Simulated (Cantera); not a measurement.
## Al + N2O + H2 (aluminium nitride and oxide growth)

A closed system holds: 1 mol Al, a varied amount of N2O, 39 mol H2, held at 1198.15 K and 10.0 Torr.

These are equilibrium values from Cantera (NASA tables, ideal gas, pure condensed phases), not measurements of a reactor. Candidate condensed phases: Al, AlN, Al2O3, H2O; 35 gas species. The numbers say what is thermodynamically allowed, not how fast it happens.

```json
[
 {"n(N2O) (mol)": "5.4", "x H2": "0.791", "x N2": "0.122", "x H2O": "0.0878", "x H": "1.47e-6", "x NH3": "6.30e-7", "x OH": "1.29e-9", "n Al2O3(s)": "0.500"},
 {"n(N2O) (mol)": "7.6", "x H2": "0.706", "x N2": "0.163", "x H2O": "0.131", "x H": "1.39e-6", "x NH3": "6.16e-7", "x OH": "2.03e-9", "n Al2O3(s)": "0.500"},
 {"n(N2O) (mol)": "10", "x H2": "0.622", "x N2": "0.204", "x H2O": "0.173", "x H": "1.30e-6", "x NH3": "5.70e-7", "x OH": "2.87e-9", "n Al2O3(s)": "0.500"},
 {"n(N2O) (mol)": "15", "x H2": "0.472", "x N2": "0.278", "x H2O": "0.250", "x H": "1.13e-6", "x NH3": "4.40e-7", "x OH": "4.75e-9", "n Al2O3(s)": "0.500"},
 {"n(N2O) (mol)": "20", "x H2": "0.347", "x N2": "0.339", "x H2O": "0.314", "x H": "9.73e-7", "x NH3": "3.07e-7", "x OH": "6.95e-9", "n Al2O3(s)": "0.500"},
 {"n(N2O) (mol)": "28", "x H2": "0.187", "x N2": "0.418", "x H2O": "0.396", "x H": "7.13e-7", "x NH3": "1.34e-7", "x OH": "1.20e-8", "n Al2O3(s)": "0.500"},
 {"n(N2O) (mol)": "39", "x H2": "0.0192", "x N2": "0.500", "x H2O": "0.481", "x H": "2.29e-7", "x NH3": "4.85e-9", "x OH": "4.53e-8", "n Al2O3(s)": "0.500"}
]
```
x: gas mole fraction; n: condensed amount in mol.

From 5.4 mol N2O to 39 mol N2O the condensed part is Al2O3(s).
